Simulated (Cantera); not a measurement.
Source: NASA polynomial tables (part measured, part estimated), evaluated in Cantera. Values are per mole of reaction as written; species without (g) are pure solids or liquids, kept so even where they would boil at 1 bar.

MgF2 → Mg(g) + F2(g), with ΔH° = 1271.3 kJ and ΔS° = 294.1 J/K at 300 K.

Task: How far is the shortcut ΔG° ≈ ΔH°(300 K) − T·ΔS°(300 K) from the full temperature-dependent value at 1525, 1575, 1625, 1675, 1725, 1775, 1825, 1875, 1925, 1975, 2025 K?

Result: 
```tsv
T (K)	shortcut (kJ)	full (kJ)	difference (kJ)	difference in log10 K	condensed phases
1525	822.8	844.8	-22.0	0.75	MgF2(s)
1575	808.1	833.2	-25.1	0.83	MgF2(l)
1625	793.4	822.0	-28.7	0.92	MgF2(l)
1675	778.7	811.0	-32.3	1.01	MgF2(l)
1725	764.0	799.9	-35.9	1.09	MgF2(l)
1775	749.3	788.9	-39.7	1.17	MgF2(l)
1825	734.5	778.0	-43.4	1.24	MgF2(l)
1875	719.8	767.1	-47.2	1.32	MgF2(l)
1925	705.1	756.2	-51.1	1.39	MgF2(l)
1975	690.4	745.4	-55.0	1.45	MgF2(l)
2025	675.7	734.7	-58.9	1.52	MgF2(l)
```
The shortcut ignores heat capacities and the phase changes listed.
